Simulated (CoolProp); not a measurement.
A simple Rankine cycle with cyclopentane: condensing at 333.15 K, boiler at 2.62 MPa, turbine inlet 512.4 K, turbine efficiency 0.8, pump efficiency 0.7, no recuperator. Each further row changes one setting.

Computed with CoolProp (reference Helmholtz-energy equation of state, Gedanitz 2015).

```csv
case,thermal efficiency (%),net work (kJ/kg),heat in (kJ/kg),turbine exit temperature (K),volume ratio over the turbine
as stated,16.9,___,654,432.5,20.0
turbine inlet 532.4 K,16.7,118,___,455.1,___
condensing temperature 325.15 K,18.0,___,___,426.9,25.4
boiler pressure 1.83 MPa,15.3,___,673,___,13.0
turbine efficiency 0.7,14.7,96.2,654,440.2,___
```

### Question
What belongs in the gaps?

### Answer

- as stated, net work (kJ/kg): 111
- turbine inlet 532.4 K, heat in (kJ/kg): 705
- turbine inlet 532.4 K, volume ratio over the turbine: 19.4
- condensing temperature 325.15 K, net work (kJ/kg): 120
- condensing temperature 325.15 K, heat in (kJ/kg): 670
- boiler pressure 1.83 MPa, net work (kJ/kg): 103
- boiler pressure 1.83 MPa, turbine exit temperature (K): 446.7
- turbine efficiency 0.7, volume ratio over the turbine: 20.4
